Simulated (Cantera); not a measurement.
Feed: 1 mol Ti(OiPr)4, 1.2 mol CH4, 2.1 mol H2, at 2075 K and 42.0 Pa.

These are equilibrium values from Cantera (NASA tables, ideal gas, pure condensed phases), not measurements of a reactor. Candidate condensed phases: C, C6H6, C7H8, C8H18, H2O, Ti, TiC, TiO, TiO2, Ti2O3, Ti3O5, Ti4O7; 113 gas species. The feed counts by its element totals alone. TiC: taken at fixed stoichiometry. Equilibrium is a limit: real reactors are often held back by kinetics, nucleation or transport.

**Question.** What is the equilibrium state?

**Answer.** x(H2): 0.721
x(CO): 0.168
x(H): 0.110
x(C2H2 (acetylene)): 0.000894
x(Ti): 7.35e-6
x(C2H): 3.28e-6
n(C(graphite)): 8.16 mol
n(TiC(s)): 1.000 mol
gas amount: 23.81 mol
log10 activity of Ti(l) (absent): -3.92
log10 activity of Ti2O3(s) (absent): -18.01
log10 activity of Ti3O5(l) (absent): -29.88
